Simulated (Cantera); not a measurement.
A closed system holds: 1 mol Si3H8, 11 mol H2, 0.31 mol HCl, held at 0.440 bar.

These are equilibrium values from Cantera (NASA tables, ideal gas, pure condensed phases), not measurements of a reactor. Candidate condensed phases: Si; 19 gas species. The feed counts by its element totals alone. Gases not in the tables: Si2H6 and higher silanes. Rates play no part.

Which condensed phases are stable at each of these points (T (K)): 1098, 1148, 1198, 1248, 1298, 1348, 1398, 1448, 1498, 1548, 1598, 1648, 1698, 1748?


```
T (K)  condensed phases  Si condensed (%)
-----  ----------------  ----------------
1098              Si(s)              98.4
1148              Si(s)              98.7
1198              Si(s)              99.0
1248              Si(s)              99.2
1298              Si(s)              99.3
1348              Si(s)              99.4
1398              Si(s)              99.4
1448              Si(s)              99.4
1498              Si(s)              99.4
1548              Si(s)              99.4
1598              Si(s)              99.4
1648              Si(s)              99.4
1698              Si(l)              99.4
1748              Si(l)              99.4
```

From 1098 K to 1648 K the condensed part is Si(s). From 1698 K to 1748 K the condensed part is Si(l).
